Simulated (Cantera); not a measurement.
A perfectly stirred reactor is fed with H2 : O2 : N2 = 1.9 : 1 : 18 (molar parts), at 100.0 Torr; it is held at 950 K, and followed from long to short residence time.

Computed with Cantera and GRI-Mech 3.0 (53 species, 325 reactions). Radical loss at walls, strong at low pressure, is not modelled. The temperature is held fixed by assumption; the heat of reaction is taken as removed at once.

Task: What does this change do: N2 18 to 4.6 parts?

Result: 
```csv
quantity,before,after
x(H2) at τ = 1.20 s,0.00161,0.00303
x(O2) at τ = 1.20 s,0.00336,0.00915
x(HO2) at τ = 1.20 s,6.39e-7,3.35e-6
x(H2O) at τ = 1.20 s,0.0933,0.286
x(H) at τ = 1.20 s,0.000358,0.000209
x(H2) at τ = 34.0 ms,0.00945,0.0197
x(O2) at τ = 34.0 ms,0.00806,0.0180
x(HO2) at τ = 34.0 ms,1.50e-6,6.70e-6
x(H2O) at τ = 34.0 ms,0.0828,0.265
x(H) at τ = 34.0 ms,0.00428,0.00346
```

Task: What does this change do: temperature 950 to 1350 K?

Result: 
```tsv
quantity	before	after
x(H2) at τ = 1.20 s	0.00161	0.00216
x(O2) at τ = 1.20 s	0.00336	0.00355
x(HO2) at τ = 1.20 s	6.39e-7	2.75e-7
x(H2O) at τ = 1.20 s	0.0933	0.0923
x(H) at τ = 1.20 s	0.000358	0.000725
x(H2) at τ = 34.0 ms	0.00945	0.00817
x(O2) at τ = 34.0 ms	0.00806	0.00759
x(HO2) at τ = 34.0 ms	1.50e-6	6.01e-7
x(H2O) at τ = 34.0 ms	0.0828	0.0810
x(H) at τ = 34.0 ms	0.00428	0.00848
```
